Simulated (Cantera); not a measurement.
Feed: 1 mol CH₂F₂, 0.65 mol HCl, 3.2 mol H₂, held at 0.280 bar.

Cantera equilibrium calculation (NASA polynomials, part measured and part estimated; ideal gas, pure solids and liquids). Candidate condensed phases: C, C₆H₆, C₇H₈, C₈H₁₈; 118 gas species. Equilibrium is a limit: real reactors are often held back by kinetics, nucleation or transport. All values below are at 1175 K.

Base state: H₂ 0.545, HF 0.342, HCl 0.111, CH₄ 0.00159 (mole fractions); condensed: C(graphite).

Question: What changes in the equilibrium state with this change: CH₂F₂ replaced by CF₄?

Answer: 
```csv
species,before,after
HF,0.342,0.684
H₂,0.545,0.205
HCl,0.111,0.111
CH₄,0.00159,0.000225
"C(graphite), mol",0.991,0.999
```
